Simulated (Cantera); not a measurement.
A freely propagating, adiabatic, planar premixed flame of 38.7 % H₂, 12.9 % O₂, 48.4 % N₂, unburnt at 423 K and 1.01 bar; mixture-averaged transport, grid criteria slope 0.08 and curve 0.16, no radiation.

Computed with Cantera and the H2/O2 subset of GRI-Mech 3.0, which has no nitrogen chemistry. Burning velocities carry a grid error of a few per cent, more on coarse grids.

Question: Predict: laminar burning velocity; thermal thickness; peak x(H); peak x(O); peak x(HO₂); peak x(H₂O₂).

Answer: 
```json
{
 "laminar_burning_velocity": "514 cm/s",
 "thermal_thickness": "0.382 mm",
 "peak x(H)": "0.0800",
 "peak x(O)": "0.00629",
 "peak x(HO₂)": "0.000428",
 "peak x(H₂O₂)": "5.68e-5"
}
```
